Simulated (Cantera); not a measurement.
A Cantera script and its output.

```python
import numpy as np
import cantera as ct

gas = ct.Solution("gri30.yaml")
gas.TPX = 675, 180000, {'CH4': 1, 'H2': 0.49, 'O2': 1.87, 'N2': 5.99, 'H2O': 1.7}
flame = ct.FreeFlame(gas, width=0.027)
flame.set_refine_criteria(ratio=3, slope=0.08, curve=0.16)
flame.transport_model = "mixture-averaged"
flame.solve(loglevel=0, auto=True)
z, T = flame.grid, flame.T
thick = (T[-1] - T[0]) / np.gradient(T, z).max()
show = ['CH4', 'H2', 'O2', 'C2H2', 'N2O', 'NO2']
print(f"laminar burning velocity  {flame.velocity[0] * 100:.3f} cm/s")
print(f"burnt temperature         {T[-1]:.1f} K")
print(f"thermal thickness         {thick * 1e3:.4f} mm")
print(f"grid points               {len(z)}")
z0 = z[flame.heat_release_rate.argmax()]
print(f"{'z/mm':>9s}{'T/K':>9s}{'u/(m/s)':>9s}" + "".join(f"{s:>11s}" for s in show))
rows = []
for k in (-3, -2, -1.5, -1, -0.5, -0.25, 0, 0.25, 0.5, 1, 2, 4, 8):
    zz = z0 + k * thick
    rows.append([k * thick, np.interp(zz, z, T), np.interp(zz, z, flame.velocity),
                 *(np.interp(zz, z, flame.X[gas.species_index(s)]) for s in show)])
    print(f"{rows[-1][0] * 1e3:9.3f}{rows[-1][1]:9.1f}{rows[-1][2]:9.3f}" + "".join(f"{x:11.3e}" for x in rows[-1][3:]))
```

Output:

```
laminar burning velocity  122.641 cm/s
burnt temperature         2282.3 K
thermal thickness         0.2280 mm
grid points               147
     z/mm      T/K  u/(m/s)        CH4         H2         O2       C2H2        N2O        NO2
   -0.684    675.3    1.227  9.046e-02  4.452e-02  1.692e-01  6.850e-09  4.459e-13  1.550e-10
   -0.456    678.0    1.233  9.026e-02  4.483e-02  1.690e-01  1.021e-07  7.192e-12  2.105e-09
   -0.342    689.2    1.254  8.955e-02  4.525e-02  1.683e-01  7.453e-07  5.654e-11  1.356e-08
   -0.228    757.4    1.382  8.544e-02  4.608e-02  1.639e-01  7.808e-06  6.558e-10  9.388e-08
   -0.114   1129.9    2.083  6.191e-02  4.771e-02  1.330e-01  9.301e-05  8.646e-09  1.368e-07
   -0.057   1505.2    2.801  3.530e-02  4.859e-02  9.393e-02  2.724e-04  2.352e-08  4.127e-08
    0.000   1856.3    3.483  9.717e-03  4.704e-02  4.802e-02  5.287e-04  4.380e-08  7.869e-09
    0.057   2022.9    3.797  1.045e-03  4.209e-02  1.982e-02  2.093e-04  5.620e-08  3.179e-09
    0.114   2076.1    3.884  6.638e-05  3.902e-02  9.470e-03  2.337e-05  6.136e-08  3.255e-09
    0.228   2123.3    3.952  3.403e-07  3.826e-02  4.757e-03  2.187e-07  5.891e-08  3.505e-09
    0.456   2173.9    4.031  1.214e-10  3.777e-02  2.907e-03  1.886e-10  5.090e-08  3.448e-09
    0.912   2220.6    4.106  4.937e-14  3.658e-02  1.601e-03  1.690e-14  4.172e-08  3.254e-09
    1.824   2254.3    4.160  5.241e-14  3.558e-02  7.562e-04  7.698e-18  3.235e-08  2.973e-09
```

Cantera simulation using GRI-Mech 3.0 (53 species, 325 reactions); the numbers are that mechanism's predictions, not measurements. Burning velocities carry a grid error of a few per cent, more on coarse grids.
